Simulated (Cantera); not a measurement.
A perfectly stirred reactor is fed with 4.21 % H2, 95.8 % O2, at 0.0263 atm; it is held at 1450 K, and followed from long to short residence time.

Model: the H2/O2 subset of GRI-Mech 3.0, which has no nitrogen chemistry, integrated in Cantera. Radical loss at walls, strong at low pressure, is not modelled. The temperature is held fixed by assumption; the heat of reaction is taken as removed at once.

x: mole fraction; the columns are a selection and need not sum to one.

| τ (s) | x H2 | x O2 | x O | x H2O | x OH | x H |
|---|---|---|---|---|---|---|
| 3.9 | 3.12e-5 | 0.955 | 0.00109 | 0.0424 | (withheld) | 2.50e-5 |
| 1.4 | 5.94e-5 | 0.954 | 0.00212 | 0.0421 | (withheld) | 6.81e-5 |
| 0.49 | 0.000113 | 0.952 | 0.00412 | 0.0416 | (withheld) | 0.000184 |
| 0.17 | 0.000208 | 0.948 | 0.00770 | 0.0409 | (withheld) | 0.000471 |
| 0.061 | 0.000359 | 0.942 | 0.0131 | 0.0399 | (withheld) | 0.00105 |
| 0.022 | 0.000584 | 0.935 | 0.0196 | 0.0386 | (withheld) | 0.00194 |
| 0.0076 | 0.000953 | 0.928 | 0.0254 | 0.0372 | (withheld) | 0.00296 |
| 0.0027 | 0.00169 | 0.925 | 0.0279 | 0.0356 | (withheld) | 0.00376 |
| 0.00096 | 0.00347 | 0.925 | 0.0271 | 0.0330 | (withheld) | 0.00436 |
| 0.00034 | 0.00789 | 0.929 | 0.0227 | 0.0279 | 0.00803 | 0.00464 |
| 0.00012 | 0.0184 | 0.938 | 0.0142 | 0.0181 | 0.00756 | 0.00373 |

Task: Complete the blanks.

Result: 
- 3.9, x OH: 0.00111
- 1.4, x OH: 0.00155
- 0.49, x OH: 0.00216
- 0.17, x OH: 0.00294
- 0.061, x OH: 0.00381
- 0.022, x OH: 0.00467
- 0.0076, x OH: 0.00544
- 0.0027, x OH: 0.00614
- 0.00096, x OH: 0.00704
